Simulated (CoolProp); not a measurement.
Model: reference Helmholtz-energy equation of state, Wagner 2002, in CoolProp.

**Question.** For water, give the phase and the density (kg/m³), cp (kJ/(kg K)) at 431.1 K and 19.4 MPa.

**Answer.** 
- 431.1 K and 19.4 MPa: liquid; density 920, cp 4.27
